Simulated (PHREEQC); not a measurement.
A solution holds 0.0056 mol HNO3 and 0.0014 mol CuSO4 per kg of water, at 25 °C. Closed to the air; pH follows from the charge balance.

The numbers come from PHREEQC with the ion-association model, wateq4f.dat.

Each row changes one thing in this solution. This is a speciation only: nothing precipitates in the calculation.

```csv
case,pH,ionic strength (mol/kgw),SO4-2 (mol/kgw),HSO4- (mol/kgw)
as made,2.32,0.0101,0.000957,0.000331
diluted 10-fold with water,3.27,0.00110,___,___
HNO3 from 0.0056 to 0.00504 mol/kgw,2.36,0.00956,0.000977,0.000306
HNO3 replaced by Pb(NO3)2 at the same molality,___,0.0188,0.000707,___
CuSO4 replaced by H2SO4 at the same molality,2.14,___,0.000915,0.000485
```

Q: What belongs in the gaps?

A: 
- diluted 10-fold with water, SO4-2 (mol/kgw): 0.000131
- diluted 10-fold with water, HSO4- (mol/kgw): 6.10e-6
- HNO3 replaced by Pb(NO3)2 at the same molality, pH: 5.05
- HNO3 replaced by Pb(NO3)2 at the same molality, HSO4- (mol/kgw): 4.14e-7
- CuSO4 replaced by H2SO4 at the same molality, ionic strength (mol/kgw): 0.00883

Complexes and solids missing from the database can't appear. Some of these states are supersaturated (in Anglesite, Larnakite, for instance).
